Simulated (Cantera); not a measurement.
What does this Cantera script print?

```python
import numpy as np
import cantera as ct

gas_names = """
    Fe FeO Fe(OH)2 H HO2 H2 H2O H2O2 H2S H2SO4 O OH O2 O3 S SH SO SO2 SO3 S2 S2O S8
""".split()
cond_names = """
    Fe(a) Fe(c) Fe(d) Fe(L) FeO(s) FeO(L) Fe(OH)2(s) Fe(OH)3(s) FeS(a) FeS(b) FeS(c) FeS(L) FeSO4(s)
    FeS2(s) Fe2O3(s) Fe2S3O12(s) Fe3O4(s) H2O(s) H2O(L) H2SO4(L) S(cr1) S(cr2) S(L)
""".split()


# ... load() reads the species with a 1 bar reference pressure and builds the phases ...
atoms = {
    'FeS': {'Fe': 1, 'S': 1},
    'O2': {'O': 2},
    'H2O': {'H': 2, 'O': 1},
    'H2S': {'H': 2, 'S': 1},
}
top_T = {'FeSO4(s)': 950, 'FeS2(s)': 1010, 'Fe2O3(s)': 1830, 'Fe2S3O12(s)': 1100, 'Fe3O4(s)': 1870}  # K; cautious upper limits of use, not melting points


# ... equilibrate(T, P, feed) seeds the gas with the atoms and calls Mixture.equilibrate('TP', solver="vcs", rtol=1e-11, max_steps=5000) ...
results = []
feed = {'FeS': 1, 'O2': 1.9, 'H2O': 5.8, 'H2S': 0.002}  # mol
P = 10000  # Pa
for T in [748, 848, 948, 1048, 1148, 1248, 1348, 1448]:
    mix = equilibrate(T, P, feed)
    results.append((T, P, feed, dict(zip(mix.species_names, mix.species_moles))))
    x = sorted(zip(gas.X, gas.species_names), reverse=True)
    print(f"T = {T:g} K  P = {P:g} Pa  gas = {mix.phase_moles(0):.4g} mol")
    print("   x: " + "  ".join(f"{s} {v:.3e}" for v, s in x if v > 1e-05))
    print("   condensed (mol): " + ("  ".join(f"{mix.phase(i).name} {mix.phase_moles(i):.4g}"
          for i in range(1, mix.n_phases) if mix.phase_moles(i) > 1e-12) or "none"))
```

Result:

```
T = 748 K  P = 10000 Pa  gas = 6.521 mol
   x: H2O 8.897e-01  SO2 1.086e-01  SO3 1.667e-03  H2SO4 2.616e-05
   condensed (mol): Fe2O3(s) 0.4057  Fe2S3O12(s) 0.09432
T = 848 K  P = 10000 Pa  gas = 6.832 mol
   x: H2O 8.491e-01  SO2 1.121e-01  SO3 3.446e-02  O2 4.242e-03  H2SO4 8.895e-05
   condensed (mol): Fe2O3(s) 0.5
T = 948 K  P = 10000 Pa  gas = 6.895 mol
   x: H2O 8.415e-01  SO2 1.291e-01  SO3 1.617e-02  O2 1.323e-02  H2SO4 1.056e-05
   condensed (mol): Fe2O3(s) 0.5
T = 1048 K  P = 10000 Pa  gas = 6.929 mol
   x: H2O 8.373e-01  SO2 1.384e-01  O2 1.811e-02  SO3 6.215e-03
   condensed (mol): Fe2O3(s) 0.5
T = 1148 K  P = 10000 Pa  gas = 6.942 mol
   x: H2O 8.358e-01  SO2 1.418e-01  O2 1.991e-02  SO3 2.526e-03
   condensed (mol): Fe2O3(s) 0.5
T = 1248 K  P = 10000 Pa  gas = 6.947 mol
   x: H2O 8.352e-01  SO2 1.431e-01  O2 2.058e-02  SO3 1.150e-03  OH 1.612e-05
   condensed (mol): Fe2O3(s) 0.5
T = 1348 K  P = 10000 Pa  gas = 6.949 mol
   x: H2O 8.349e-01  SO2 1.436e-01  O2 2.085e-02  SO3 5.830e-04  OH 5.176e-05
   condensed (mol): Fe2O3(s) 0.5
T = 1448 K  P = 10000 Pa  gas = 6.95 mol
   x: H2O 8.347e-01  SO2 1.438e-01  O2 2.096e-02  SO3 3.241e-04  OH 1.414e-04  H2 1.678e-05
   condensed (mol): Fe2O3(s) 0.5
```

Method: chemical equilibrium by Gibbs-energy minimisation in Cantera with the NASA 1993 tables (ideal gas, pure condensed phases).
